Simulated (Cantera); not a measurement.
An adiabatic, constant-volume homogeneous reactor starts with CH₄ : H₂ : O₂ : N₂ = 1 : 0.14 : 0.941 : 3.54 (molar parts), equivalence ratio 2.2, at 1550 K and 2.17 atm. Integrator tolerance rtol = 1e-08.

Computed with Cantera and GRI-Mech 3.0 (53 species, 325 reactions).

Q: What does this change do: O2 0.941 to 0.68 parts?

A: 
```tsv
quantity	before	after
time of steepest temperature rise	0.304 ms	0.472 ms
temperature at 0.400 s	2741 K	2252 K
equilibrium temperature	2741 K	2252 K
x(CH₄) at 0.400 s	2.42e-10 (gas-phase equilibrium 2.72e-10)	9.08e-9 (gas-phase equilibrium 1.04e-8)
x(H₂) at 0.400 s	0.194 (gas-phase equilibrium 0.194)	0.270 (gas-phase equilibrium 0.270)
x(O₂) at 0.400 s	2.34e-5 (gas-phase equilibrium 2.34e-5)	2.04e-8 (gas-phase equilibrium 2.04e-8)
x(H₂O₂) at 0.400 s	1.38e-8 (gas-phase equilibrium 1.38e-8)	5.45e-11 (gas-phase equilibrium 5.45e-11)
x(CO) at 0.400 s	0.136 (gas-phase equilibrium 0.136)	0.145 (gas-phase equilibrium 0.145)
```
